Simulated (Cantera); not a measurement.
Charge: 1 mol FeS2, 2.4 mol SO3, 0.2 mol CO2, at 1.00 bar.

These are equilibrium values from Cantera (NASA tables, ideal gas, pure condensed phases), not measurements of a reactor. Candidate condensed phases: C, Fe, Fe(CO)5, FeO, FeS, FeSO4, FeS2, Fe2O3, Fe2(SO4)3, Fe3O4, S; 25 gas species. Metal and sulfide melt together well below either melting point, which pure phases cannot show. Mutual solubility and eutectic melting of coexisting phases are not modelled. The tables' stoichiometric FeO is somewhat more stable than real wüstite, so its field is too wide. FeO, FeS: taken at fixed stoichiometry. Gases not in the tables: S3 to S7. Kinetics and transport are ignored.

x: gas mole fraction; n: condensed amount in mol.

| T (K) | x SO2 | x S2 | x CO2 | x S2O | x SO | x CO | n FeS(s) | n Fe3O4(s) | n FeO(s) | n FeS(l) |
|---|---|---|---|---|---|---|---|---|---|---|
| 975 | 0.923 | 0.0204 | 0.0535 | 0.00305 | 1.64e-5 | 3.22e-5 | 0.778 | 0.0739 | 0 | 0 |
| 1025 | 0.917 | ? | 0.0534 | ? | ? | ? | 0.753 | ? | 0 | 0 |
| 1075 | 0.911 | ? | 0.0533 | ? | ? | ? | 0.724 | ? | 0 | 0 |
| 1125 | 0.904 | 0.0384 | 0.0531 | 0.00457 | 0.000141 | 0.000201 | 0.691 | 0.103 | 0 | 0 |
| 1175 | 0.896 | 0.0457 | 0.0529 | 0.00509 | 0.000255 | 0.000333 | 0.656 | 0.115 | 0 | 0 |
| 1225 | 0.887 | 0.0536 | 0.0526 | 0.00562 | 0.000438 | 0.000528 | 0.618 | 0.127 | 0 | 0 |
| 1275 | 0.878 | 0.0619 | 0.0522 | 0.00613 | 0.000721 | 0.000805 | 0.578 | 0.141 | 0 | 0 |
| 1325 | 0.869 | 0.0705 | 0.0517 | 0.00664 | 0.00114 | 0.00119 | 0.535 | 0.155 | 0 | 0 |
| 1375 | 0.859 | 0.0795 | 0.0511 | 0.00713 | 0.00175 | 0.00169 | 0.491 | 0.170 | 0 | 0 |
| 1425 | 0.848 | 0.0886 | 0.0503 | 0.00759 | 0.00259 | 0.00234 | 0.445 | 0.185 | 0 | 0 |
| 1475 | 0.832 | 0.105 | 0.0483 | 0.00842 | 0.00378 | 0.00315 | 0 | 0 | 0.716 | 0.284 |
| 1525 | 0.817 | 0.117 | 0.0470 | 0.00899 | 0.00533 | 0.00415 | 0 | 0 | 0.789 | 0.211 |
| 1575 | 0.802 | 0.130 | 0.0455 | 0.00953 | 0.00734 | 0.00534 | 0 | 0 | 0.866 | 0.134 |

### Question
Some entries are withheld; supply them.

### Answer

- 1075, x S2: 0.0317
- 1075, x S2O: 0.00405
- 1075, x SO: 7.37e-5
- 1075, x CO: 0.000116
- 1075, n Fe3O4(s): 0.0922
- 1025, x S2: 0.0257
- 1025, x S2O: 0.00354
- 1025, x SO: 3.61e-5
- 1025, x CO: 6.30e-5
- 1025, n Fe3O4(s): 0.0825
